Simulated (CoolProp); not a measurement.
Propylene at several states: density (kg/m³) from the reference equation and from simpler models built on Tc = 364.2 K, pc = 4.555 MPa, ω = 0.146; each cubic takes its own stable root.

The numbers come from the reference Helmholtz-energy equation of state, Lemmon 2013 in CoolProp.

```json
[
 {"T (K)": "461.3", "p (MPa)": "0.113", "phase": "gas", "reference": "1.245", "van der Waals": "1.245", "Redlich-Kwong": "1.245", "Soave-Redlich-Kwong": "1.244", "Peng-Robinson": "1.245"},
 {"T (K)": "268.6", "p (MPa)": "0.339", "phase": "gas", "reference": "6.875", "van der Waals": "6.704", "Redlich-Kwong": "6.814", "Soave-Redlich-Kwong": "6.836", "Peng-Robinson": "6.862"},
 {"T (K)": "103.9", "p (MPa)": "0.0156", "phase": "liquid", "reference": "749.5", "van der Waals": "459.2", "Redlich-Kwong": "683.9", "Soave-Redlich-Kwong": "681.0", "Peng-Robinson": "761.9"},
 {"T (K)": "169.2", "p (MPa)": "0.164", "phase": "liquid", "reference": "676.2", "van der Waals": "423.1", "Redlich-Kwong": "629.4", "Soave-Redlich-Kwong": "631.8", "Peng-Robinson": "710.3"},
 {"T (K)": "489.3", "p (MPa)": "0.274", "phase": "gas", "reference": "2.857", "van der Waals": "2.858", "Redlich-Kwong": "2.858", "Soave-Redlich-Kwong": "2.855", "Peng-Robinson": "2.860"},
 {"T (K)": "316.6", "p (MPa)": "7.68", "phase": "liquid", "reference": "496.4", "van der Waals": "333.1", "Redlich-Kwong": "448.4", "Soave-Redlich-Kwong": "456.4", "Peng-Robinson": "514.3"}
]
```
